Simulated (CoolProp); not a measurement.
The numbers come from the reference Helmholtz-energy equation of state, Jacobsen 1992 in CoolProp.

Q: For R11, give the phase and the expansivity (1/kK), conductivity (mW/(m K)), Prandtl number at 103.45 °C and 36.1 MPa.

A: 
- 103.45 °C and 36.1 MPa: liquid; expansivity 1.35, conductivity 82.2, Prandtl number 3.65

Viscosity comes from a separate model (Klein 1997), an estimate that may be off by 10 % or more. Thermal conductivity comes from a separate model (McLinden 2000), an estimate that may be off by 10 % or more.
